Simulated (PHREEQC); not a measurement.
A solution holds 0.23 mol/kgw NH3, at 15 °C. Closed to the air; pH follows from the charge balance.

Model: ion-association model, phreeqc.dat, run in PHREEQC.

No solid was allowed to form.

**Question.** Estimate the pH, specific conductance.

**Answer.** pH 11.63; specific conductance 419 µS/cm.
